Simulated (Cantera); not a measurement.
Premixed flame

A freely propagating, adiabatic, planar premixed flame of CH₄ : O₂ : N₂ = 1 : 2.74 : 11.2 (molar parts), unburnt at 300 K and 5780 Torr; multicomponent transport, grid criteria slope 0.08 and curve 0.16, no radiation.

Model: GRI-Mech 3.0 (53 species, 325 reactions), integrated in Cantera. Burning velocities carry a grid error of a few per cent, more on coarse grids.

| z (mm) | T (K) | u (m/s) | x CH₄ | x O₂ | x C₂H | x N₂O | x NO | x H₂O₂ |
|---|---|---|---|---|---|---|---|---|
| -0.788 | 301 | 0.0577 | 0.0669 | 0.183 | <1e-8 | <1e-8 | <1e-8 | 4.04e-8 |
| -0.525 | 309 | 0.0594 | 0.0665 | 0.183 | <1e-8 | <1e-8 | <1e-8 | 5.90e-7 |
| -0.394 | 342 | 0.0658 | 0.0650 | 0.181 | <1e-8 | <1e-8 | <1e-8 | 2.94e-6 |
| -0.263 | 503 | 0.0971 | 0.0575 | 0.169 | <1e-8 | 7.32e-8 | 1.00e-8 | 1.52e-5 |
| -0.131 | 965 | 0.187 | 0.0349 | 0.130 | <1e-8 | 3.98e-7 | 2.78e-7 | 4.42e-5 |
| -0.0657 | 1316 | 0.255 | 0.0168 | 0.0962 | <1e-8 | 7.55e-7 | 1.11e-6 | 2.23e-5 |
| 0 | 1654 | 0.320 | 0.00164 | 0.0622 | <1e-8 | 1.30e-6 | 2.32e-6 | 2.09e-6 |
| 0.0657 | 1767 | 0.340 | 7.62e-6 | 0.0520 | <1e-8 | 1.84e-6 | 3.14e-6 | 7.05e-7 |
| 0.131 | 1795 | 0.345 | 4.54e-8 | 0.0504 | <1e-8 | 1.84e-6 | 3.47e-6 | 4.04e-7 |
| 0.263 | 1809 | 0.347 | <1e-8 | 0.0498 | <1e-8 | 1.27e-6 | 3.68e-6 | 1.76e-7 |
| 0.525 | 1813 | 0.348 | <1e-8 | 0.0497 | <1e-8 | 5.47e-7 | 3.82e-6 | 8.95e-8 |
| 1.05 | 1813 | 0.348 | <1e-8 | 0.0497 | <1e-8 | 3.34e-7 | 3.98e-6 | 7.83e-8 |
| 2.10 | 1813 | 0.348 | <1e-8 | 0.0497 | <1e-8 | 3.20e-7 | 4.28e-6 | 7.79e-8 |
x: mole fraction of selected species; z is measured from the peak of heat release.

laminar burning velocity: 5.76 cm/s
thermal thickness: 0.263 mm
peak x(C₂H): <1e-8
peak x(H₂O₂): 4.51e-5
grid points: 134
